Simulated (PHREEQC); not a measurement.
Alkaline etch or developer: speciation

A solution holds 0.16 mol KOH, 0.017 mol Na2SiO3 and 0.0067 mol K3PO4 per kg of water, at 20 °C. Closed to the air; pH follows from the charge balance.

All values are PHREEQC results (ion-association model, phreeqc.dat), not measurements.

Each row changes one thing in this solution. Precipitation was switched off in this run.

| case | pH | ionic strength (mol/kgw) | H2SiO4-2 (mol/kgw) | H3SiO4- (mol/kgw) | H4SiO4 (mol/kgw) | SI of Quartz (SiO2) |
|---|---|---|---|---|---|---|
| as made | 13.23 | 0.245 | 0.0113 | 0.00570 | 1.83e-6 | -1.65 |
| K3PO4 left out | 13.24 | 0.205 | 0.0112 | 0.00578 | 1.87e-6 | -1.65 |
| Na2SiO3 from 0.017 to 0.0085 mol/kgw | 13.22 | 0.222 | 0.00559 | 0.00291 | 9.50e-7 | -1.94 |
| temperature from 20 to 35 °C | 12.74 | 0.244 | 0.0107 | 0.00629 | 3.70e-6 | -1.56 |
| K3PO4 replaced by KF at the same molality | 13.23 | 0.212 | 0.0112 | 0.00577 | 1.86e-6 | -1.65 |

Species that the database lacks are ignored.
